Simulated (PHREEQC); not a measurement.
## Brine: an equilibrium model

Dissolve 3.3 mol/kgw LiBr and 0.52 mol/kgw SrCl2 at 25 °C. Closed to the air; pH follows from the charge balance.

The numbers come from PHREEQC with the Pitzer model, pitzer.dat.

Precipitation was switched off in this run.

**Question.** Estimate the activity of water, density.

**Answer.** activity of water 0.794; density 1.240 g/cm³.
